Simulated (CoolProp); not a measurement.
Properties of isobutene along the isotherm 167.95 °C (Tc = 144.9 °C, pc = 40.16 bar, ω = 0.193).

Computed with CoolProp (reference Helmholtz-energy equation of state, Lemmon 2005). It is a short technical equation, of lower accuracy than the large ones.

```
p (bar)          phase  speed of sound (m/s)  isothermal compressibility (1/MPa)  expansivity (1/kK)  fugacity coefficient
-------  -------------  --------------------  ----------------------------------  ------------------  --------------------
36.5               gas                 189.3                              0.4584               8.367                0.7451
73       supercritical                 253.5                             0.08444               11.12                0.5097
110      supercritical                 385.3                             0.02516               4.997                0.3928
146      supercritical                 468.8                             0.01490               3.596                0.3375
183      supercritical                 536.0                             0.01052               2.907                0.3059
219      supercritical                 591.0                            0.008188               2.501                0.2880
256      supercritical                 640.4                            0.006677               2.216                0.2775
292      supercritical                 683.5                            0.005666               2.013                0.2724
329      supercritical                 723.8                            0.004906               1.851                0.2709
365      supercritical                 759.9                            0.004343               1.725                0.2722
402      supercritical                 794.4                            0.003886               1.619                0.2759
```
